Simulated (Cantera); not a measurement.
Mixture: CH4 : H2 : O2 : N2 = 1 : 0.088 : 2.62 : 9.85 (molar parts), at 1.58 atm, adiabatic and at constant pressure. Ignition delay is the time to a rise of 400 K.

Detailed kinetics in Cantera: GRI-Mech 3.0 (53 species, 325 reactions).

Q: What does this change do: pressure from 1.58 atm to 0.701 atm?

A: 
```json
[
 {"quantity": "delay at 1225 K", "before": "8.14 ms", "after": "15.9 ms"},
 {"quantity": "delay at 1325 K", "before": "2.72 ms", "after": "5.03 ms"},
 {"quantity": "delay at 1425 K", "before": "0.987 ms", "after": "1.81 ms"},
 {"quantity": "delay at 1525 K", "before": "0.401 ms", "after": "0.759 ms"},
 {"quantity": "delay at 1625 K", "before": "0.185 ms", "after": "0.365 ms"},
 {"quantity": "delay at 1725 K", "before": "94.6 µs", "after": "0.194 ms"},
 {"quantity": "delay at 1825 K", "before": "52.8 µs", "after": "0.111 ms"},
 {"quantity": "apparent activation energy between 1625 and 1825 K", "before": "150 kJ/mol", "after": "150 kJ/mol"}
]
```

Q: What does this change do: pressure from 1.58 atm to 12.8 atm?

A: 
```
quantity                                                before       after
--------------------------------------------------  ----------  ----------
delay at 1225 K                                        8.14 ms    0.974 ms
delay at 1325 K                                        2.72 ms    0.397 ms
delay at 1425 K                                       0.987 ms    0.169 ms
delay at 1525 K                                       0.401 ms     74.4 µs
delay at 1625 K                                       0.185 ms     34.6 µs
delay at 1725 K                                        94.6 µs     17.1 µs
delay at 1825 K                                        52.8 µs     9.05 µs
apparent activation energy between 1625 and 1825 K  150 kJ/mol  170 kJ/mol
```
The pressure lies above the range GRI-Mech 3.0 was tuned for (to about 10 atm).
